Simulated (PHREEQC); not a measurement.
Dissolve 0.027 mol HCl, 0.012 mol NiSO4 and 0.00019 mol MnSO4 per kg of water at 25 °C. Closed to the air; pH follows from the charge balance.

Equilibrium calculation in PHREEQC: ion-association model, wateq4f.dat.

| quantity | before | after |
|---|---|---|
| pH | 1.73 | 1.94 |
| ionic strength (mol/kgw) | 0.0572 | 0.158 |
| HSO4- (mol/kgw) | 0.00510 | 0.0128 |

**Question.** Name the change that produced these shifts.
A. MnSO4 replaced by Ag2SO4 at the same molality
B. HCl from 0.027 to 0.0054 mol/kgw
C. NiSO4 from 0.012 to 0.0012 mol/kgw
D. NiSO4 from 0.012 to 0.06 mol/kgw
E. NiSO4 left out

**Answer.** D, NiSO4 from 0.012 to 0.06 mol/kgw

Precipitation was switched off in this run.
